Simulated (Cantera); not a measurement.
Cantera run:

```python
import numpy as np
import cantera as ct

gas_names = """
    C CH CH2 CH3 CH2OH CH3O CH4 CH3OH CO CO2 COOH C2 C2H CHCO,ketyl C2H2,acetylene C2H2,vinylidene
    CH2CO,ketene C2H3,vinyl CH3CO,acetyl C2H4 C2H4O,ethylen CH3CHO,ethanal CH3COOH (HCOOH)2 C2H5 C2H6
    CH3OCH3 C2H5OH C2O C3 C3H3,propargyl C3H4,allene C3H4,propyne C3H4,cyclo- C3H5,allyl C3H6,propylene
    C3H6,cyclo- C3H6O C3H7,n-propyl C3H7,i-propyl C3H8 C3H8O,1propanol C3H8O,2propanol C3O2 C4 C4H2
    C4H4,1,3-cyclo- C4H6,butadiene C4H6,2-butyne C4H6,cyclo- C4H8,1-butene C4H8,cis2-buten
    C4H8,tr2-butene C4H8,isobutene C4H8,cyclo- (CH3COOH)2 C4H9,n-butyl C4H9,i-butyl C4H9,s-butyl
    C4H9,t-butyl C4H10,isobutane C4H10,n-butane C5 C5H6,1,3cyclo- C5H8,cyclo- C5H10,1-pentene
    C5H10,cyclo- C5H11,pentyl C5H11,t-pentyl C5H12,n-pentane C5H12,i-pentane CH3C(CH3)2CH3 C6H2
    C6H5,phenyl C6H5O,phenoxy C6H6 C6H5OH,phenol C6H10,cyclo- C6H12,1-hexene C6H12,cyclo- C6H13,n-hexyl
    C7H7,benzyl C7H8 C7H8O,cresol C7H14,1-heptene C7H15,n-heptyl C7H16,n-heptane C8H8,styrene
    C8H10,ethylbenz C8H16,1-octene C8H17,n-octyl C8H18,isooctane C8H18,n-octane C9H19,n-nonyl
    C10H8,naphthale C10H21,n-decyl C12H9,o-bipheny C12H10,bipheny H HCO HO2 H2 HCHO,formaldehy HCOOH H2O
    H2O2 O OH O2 O3
""".split()
cond_names = """
    C(gr) C6H6(L) C7H8(L) C8H18(L),n-octa H2O(s) H2O(L)
""".split()


def load(file, names, dense=False):
    # The tables refer to 1 bar. Condensed volumes are neglected.
    table = {s.name: s for s in ct.Species.list_from_file(file)}
    out = []
    for n in names:
        d = dict(table[n].input_data)
        d["thermo"] = dict(d["thermo"], **{"reference-pressure": 1e5})
        if dense:
            d["equation-of-state"] = {"model": "constant-volume", "density": "1e6 g/cm^3"}
        out.append(ct.Species.from_dict(d))
    return out


gas = ct.Solution(thermo="ideal-gas", species=load("nasa_gas.yaml", gas_names))
cond = {s.name: ct.Solution(thermo="fixed-stoichiometry", species=[s], name=s.name)
        for s in load("nasa_condensed.yaml", cond_names, dense=True)}
atoms = {
    'C2H2': {'C': 2, 'H': 2},
    'CO2': {'C': 1, 'O': 2},
    'H2': {'H': 2},
}
top_T = {'C(gr)': 4500}  # K; cautious upper limits of use, not melting points


def equilibrate(T, P, feed):
    n = {}
    for name, mol in feed.items():
        for a, k in atoms[name].items():
            n[a] = n.get(a, 0.0) + k * mol
    gas.TPX = T, P, n
    mass = sum(n.values()) * gas.mean_molecular_weight
    gas.equilibrate("TP")
    valid = [c for c in cond.values() if c.min_temp <= T <= top_T.get(c.name, c.max_temp)]
    mix = ct.Mixture([(gas, mass / gas.mean_molecular_weight)] + [(c, 0.0) for c in valid])
    mix.T, mix.P = T, P
    mix.equilibrate("TP", solver="vcs", rtol=1e-11, max_steps=5000)
    return mix


results = []
T = 2000  # K
P = 1000  # Pa
for m in [0.65, 0.8, 0.98, 1.2, 1.5, 1.8, 2.2, 2.8, 3.4, 4.2]:
    feed = {'C2H2': 1, 'CO2': m, 'H2': 9.6}  # mol
    mix = equilibrate(T, P, feed)
    results.append((T, P, feed, dict(zip(mix.species_names, mix.species_moles))))

top = {s: max(r[3][s] / sum(r[3][g] for g in gas_names) for r in results) for s in gas_names}
cols = sorted((s for s in top if top[s] > 0.001), key=lambda s: -top[s])[:7]
seen = [c for c in cond_names if any(r[3].get(c, 0) > 1e-12 for r in results)]
print("log10 of partial pressures in bar; condensed amounts in mol")
print(f"{'n(CO2)':>10s}" + "".join(f"{s[:9]:>10s}" for s in cols + seen))
for T, P, feed, n in results:
    ng = sum(n[g] for g in gas_names)
    print(f"{feed['CO2']:10.4g}" + "".join(f"{np.log10(max(n[s] / ng * P / 1e5, 1e-99)):10.3f}" for s in cols)
          + "".join(f"{n.get(c, 0):10.4g}" for c in seen))
```

Result:

```
log10 of partial pressures in bar; condensed amounts in mol
    n(CO2)        H2        CO       H2O       CO2         H     C(gr)
      0.65    -2.058    -2.965    -8.954   -10.522    -3.818     1.334
       0.8    -2.068    -2.886    -8.885   -10.363    -3.823     1.184
      0.98    -2.081    -2.810    -8.822   -10.212    -3.829     1.004
       1.2    -2.096    -2.737    -8.764   -10.066    -3.837    0.7838
       1.5    -2.116    -2.660    -8.706    -9.911    -3.847    0.4838
       1.8    -2.134    -2.599    -8.665    -9.790    -3.856    0.1838
       2.2    -2.160    -2.552    -3.910    -4.963    -3.869         0
       2.8    -2.200    -2.516    -3.332    -4.309    -3.889         0
       3.4    -2.240    -2.487    -3.112    -4.020    -3.909         0
       4.2    -2.294    -2.456    -2.947    -3.771    -3.936         0
```

Equilibrium computed with Cantera from the NASA thermochemical tables; the gas is ideal and each condensed phase is pure.
